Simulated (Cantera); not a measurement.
Input: 1 mol PbO, 35 mol N₂, held at 750 K and 10.0 mbar.

These are equilibrium values from Cantera (NASA tables, ideal gas, pure condensed phases), not measurements of a reactor. Candidate condensed phases: Pb, PbO, PbO₂, Pb₃O₄; 12 gas species. Rates play no part.

Q: What is the equilibrium state?

A: 
```
Property                                Result
-----------------------------------  ---------
x(N₂)                                     1.00
n(PbO(red))                           1.00 mol
gas amount                           35.00 mol
log10 activity of Pb(l) (absent)         -3.90
log10 activity of Pb₃O₄(s) (absent)      -6.50
log10 activity of PbO₂(s) (absent)       -7.34
```
